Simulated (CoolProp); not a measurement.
50 sccm (0 °C, 1 atm) of nitrogen bubbles through liquid o-xylene at 365.9 K and leaves saturated at a total pressure of 0.15 MPa (ideal gas phase). Each further row changes one setting.

Values from CoolProp's reference Helmholtz-energy equation of state, Zhou 2012.

```tsv
case	vapour pressure (kPa)	mole fraction of vapour	delivery (mg/min)	delivery (sccm)	change of delivery for a bath 1 K warmer (%)
as stated	20.5	?	?	?	4.3
bath temperature 370.9 K	24.5	?	46.2	?	4.3
total pressure 0.3 MPa	20.5	?	17.4	?	4.0
```

Problem. What belongs in the gaps?

Solution. 
- as stated, mole fraction of vapour: 0.137
- as stated, delivery (mg/min): 37.5
- as stated, delivery (sccm): 7.92
- bath temperature 370.9 K, mole fraction of vapour: 0.163
- bath temperature 370.9 K, delivery (sccm): 9.76
- total pressure 0.3 MPa, mole fraction of vapour: 0.0684
- total pressure 0.3 MPa, delivery (sccm): 3.67
